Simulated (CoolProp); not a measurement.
The fluid at 425.45 K and 17.1 MPa flows at 23 m/s in a round tube of 4.6 mm bore and 45 µm roughness, fully developed (64/Re and Nu = 3.66 if laminar; Colebrook and Gnielinski if turbulent). The same conditions are run with several fluids, on thermodynamics alone (safety and materials aside).

The numbers come from the reference Helmholtz-energy equation of state of each fluid (CH2F2 (R32): Tillner-Roth 1997; R410A: Lemmon 2003; R507A: Lemmon 2003; carbon dioxide: Span 1996; c-C4F8 (RC318): Platzer 1990) in CoolProp. The equations of Platzer and Polt are older, rougher fits. Blends and air are pseudo-pure fits.

```
fluid           Reynolds number  pressure drop (Pa/m)  heat-transfer coefficient (W/(m² K))  mass flow (kg/h)
--------------  ---------------  --------------------  ------------------------------------  ----------------
CH2F2 (R32)             1290000            (withheld)                                102000               661
R410A                (withheld)               1290000                            (withheld)               822
R507A                (withheld)               1540000                                 80800               980
carbon dioxide       (withheld)                584000                            (withheld)               371
c-C4F8 (RC318)       (withheld)            (withheld)                                 73400              1620
```

Fill in the missing entries.


- CH2F2 (R32), pressure drop (Pa/m): 1040000
- R410A, Reynolds number: 1250000
- R410A, heat-transfer coefficient (W/(m² K)): 82300
- R507A, Reynolds number: 1160000
- carbon dioxide, Reynolds number: 1050000
- carbon dioxide, heat-transfer coefficient (W/(m² K)): 43700
- c-C4F8 (RC318), Reynolds number: 846000
- c-C4F8 (RC318), pressure drop (Pa/m): 2550000

Transport values come from each fluid's own correlations; those of CH2F2 (R32), c-C4F8 (RC318) are estimates that may be off by 10 % or more.
